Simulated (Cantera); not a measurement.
A Cantera script and its output.

```python
import numpy as np
import cantera as ct

gas = ct.Solution("gri30.yaml")
gas.TPX = 1550, 240000, {'CH4': 1, 'H2': 0.22, 'O2': 4.29, 'N2': 16.1, 'H2O': 3.2}
reactor = ct.IdealGasConstPressureReactor(gas, energy="on", clone=False)
net = ct.ReactorNet([reactor])
net.rtol, net.atol = 1e-08, 1e-16
show = ['CH4', 'H2', 'O2', 'H', 'H2O2']
times = np.geomspace(5e-06, 6, 10)

steps = ct.SolutionArray(gas, extra=["t"])
rows = []
print(f"{'t/s':>10s}{'T/K':>9s}{'P/Pa':>11s}" + "".join(f"{s:>11s}" for s in show))
for t in times:
    while net.time < t:
        t_next = net.step()
        steps.append(gas.state, t=t_next)
    rows.append([np.interp(t, steps.t, y) for y in (steps.T, steps.P, *steps(*show).X.T)])
    print(f"{t:10.3e}{rows[-1][0]:9.1f}{rows[-1][1]:11.4g}" + "".join(f"{x:11.3e}" for x in rows[-1][2:]))
rate = np.gradient(steps.T, steps.t)
print("integrator steps:", len(steps.t))
if steps.T.max() > steps.T[0] + 200:
    print(f"time of steepest temperature rise: {steps.t[rate.argmax()]:.4e} s")
gas.TPX = 1550, 240000, {'CH4': 1, 'H2': 0.22, 'O2': 4.29, 'N2': 16.1, 'H2O': 3.2}
gas.equilibrate("HP")
print(f"equilibrium (HP): T = {gas.T:.1f} K  " + "  ".join(f"{s} {gas[s].X[0]:.3e}" for s in show))
```

It prints:

```
       t/s      T/K       P/Pa        CH4         H2         O2          H       H2O2
 5.000e-06   1550.0    2.4e+05  4.030e-02  8.867e-03  1.729e-01  6.163e-08  2.258e-08
 2.368e-05   1550.0    2.4e+05  4.027e-02  8.862e-03  1.729e-01  3.159e-07  1.114e-07
 1.122e-04   1564.3    2.4e+05  3.703e-02  8.782e-03  1.707e-01  1.557e-05  2.012e-06
 5.313e-04   2351.7    2.4e+05  3.826e-19  1.303e-03  8.652e-02  2.954e-04  4.876e-07
 2.517e-03   2350.9    2.4e+05  3.792e-19  1.299e-03  8.629e-02  2.937e-04  4.860e-07
 1.192e-02   2347.4    2.4e+05  3.654e-19  1.282e-03  8.530e-02  2.867e-04  4.794e-07
 5.646e-02   2338.5    2.4e+05  3.311e-19  1.240e-03  8.280e-02  2.697e-04  4.627e-07
 2.674e-01   2335.3    2.4e+05  3.196e-19  1.226e-03  8.193e-02  2.639e-04  4.569e-07
 1.267e+00   2335.3    2.4e+05  3.196e-19  1.226e-03  8.193e-02  2.639e-04  4.569e-07
 6.000e+00   2335.3    2.4e+05  3.196e-19  1.226e-03  8.193e-02  2.639e-04  4.569e-07
integrator steps: 1660
time of steepest temperature rise: 1.6579e-04 s
equilibrium (HP): T = 2335.3 K  CH4 4.734e-19  H2 1.226e-03  O2 8.193e-02  H 2.639e-04  H2O2 4.569e-07
```

Computed with Cantera and GRI-Mech 3.0 (53 species, 325 reactions).
